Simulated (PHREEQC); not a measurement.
# Nickel, zinc or cadmium bath (model solution)

Consider water at 20 °C with 0.23 mol/kgw ZnCl2, 9.6e-05 mol/kgw NaCl and 0.013 mol/kgw H2SO4. It is in equilibrium with CO2 at log p = -2 (atm). Otherwise closed; pH follows from the charge balance.

All values are PHREEQC results (ion-association model, wateq4f.dat), not measurements.

```
Quantity                   Value
-----------------  -------------
pH                          1.74
ionic strength     0.600 mol/kgw
activity of water          0.989
total alkalinity    -26.0 meq/kg
```

```csv
species,molality,activity,log γ
Cl-,0.401,0.254,-0.198
Zn+2,0.178,0.0426,-0.621
ZnCl+,0.0364,0.0233,-0.194
H+,0.0241,0.0183,-0.119
ZnSO4,0.00663,0.00761,0.060
ZnCl2,0.00528,0.00607,0.060
SO4-2,0.00411,0.000793,-0.714
ZnCl3-,0.00262,0.00168,-0.194
HSO4-,0.00193,0.00127,-0.183
ZnCl4-2,0.00101,0.000205,-0.690
CO2,0.000341,0.000392,0.060
Zn(SO4)2-2,0.000168,5.10e-5,-0.519
Na+,9.56e-5,6.78e-5,-0.149
NaSO4-,3.82e-7,2.61e-7,-0.165
```

This is a speciation only: nothing precipitates in the calculation.
